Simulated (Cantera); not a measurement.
## Pyrogenic steam for wet oxidation

An isothermal, constant-pressure homogeneous reactor starts with H2 : O2 : N2 = 0.41 : 0.18 : 1.1 (molar parts), equivalence ratio 1.1, at 1225 K and 0.132 atm.

Computed with Cantera and the H2/O2 subset of GRI-Mech 3.0, which has no nitrogen chemistry. The temperature is held fixed by assumption; the heat of reaction is taken as removed at once.

```csv
t (s),x H2,x O2,x O,x H2O2,x OH
0.000900,0.0378,0.0177,0.00705,4.40e-7,0.00344
0.00161,0.0348,0.0105,0.00343,4.10e-7,0.00253
0.00290,0.0319,0.00513,0.00143,3.25e-7,0.00168
0.00520,0.0305,0.00204,0.000518,2.18e-7,0.00103
0.00932,0.0305,0.000664,0.000165,1.26e-7,0.000589
0.0167,0.0313,0.000193,4.86e-5,6.62e-8,0.000321
0.0300,0.0320,5.48e-5,1.41e-5,3.36e-8,0.000173
0.0538,0.0325,1.59e-5,4.14e-6,1.66e-8,9.42e-5
0.0965,0.0327,4.73e-6,1.24e-6,7.89e-9,5.16e-5
0.173,0.0329,1.43e-6,3.76e-7,3.53e-9,2.85e-5
0.311,0.0330,4.41e-7,1.15e-7,1.46e-9,1.58e-5
0.557,0.0330,1.36e-7,3.57e-8,5.60e-10,8.77e-6
1.00,0.0331,4.24e-8,1.11e-8,2.00e-10,4.88e-6
```
x: mole fraction; the columns are a selection and need not sum to one.

Equilibrium at this temperature and pressure: H2 0.0331, O2 <1e-12, O <1e-12, H2O2 <1e-12, OH 1.02e-8 (gas phase only).
